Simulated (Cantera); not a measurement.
Standard-state values (1 bar) from the NASA 1993 polynomials, evaluated with Cantera. Values are per mole of reaction as written; species without (g) are pure solids or liquids, kept so even where they would boil at 1 bar.

BaO + H₂O(g) = 2 OH(g) + Ba

| T (K) | ΔH° (kJ) | ΔS° (J/K) | ΔG° (kJ) | log10 K | condensed phases |
|---|---|---|---|---|---|
| 1873 | 877.5 | 180.6 | 539.2 | -15.04 | BaO(s), Ba(l) |
| 1973 | (withheld) | (withheld) | (withheld) | (withheld) | BaO(s), Ba(l) |
| 2073 | (withheld) | (withheld) | (withheld) | (withheld) | BaO(s), Ba(l) |
| 2173 | (withheld) | (withheld) | (withheld) | (withheld) | BaO(s), Ba(l) |
| 2273 | 874.6 | 179.2 | 467.3 | -10.74 | BaO(s), Ba(l) |
| 2373 | (withheld) | (withheld) | (withheld) | (withheld) | BaO(l), Ba(l) |

**Question.** Complete the blanks.

**Answer.** 
- 1973, ΔH° (kJ): 876.9
- 1973, ΔS° (J/K): 180.3
- 1973, ΔG° (kJ): 521.2
- 1973, log10 K: -13.80
- 2073, ΔH° (kJ): 876.2
- 2073, ΔS° (J/K): 180.0
- 2073, ΔG° (kJ): 503.2
- 2073, log10 K: -12.68
- 2173, ΔH° (kJ): 875.5
- 2173, ΔS° (J/K): 179.6
- 2173, ΔG° (kJ): 485.2
- 2173, log10 K: -11.66
- 2373, ΔH° (kJ): 815.1
- 2373, ΔS° (J/K): 153.2
- 2373, ΔG° (kJ): 451.6
- 2373, log10 K: -9.94
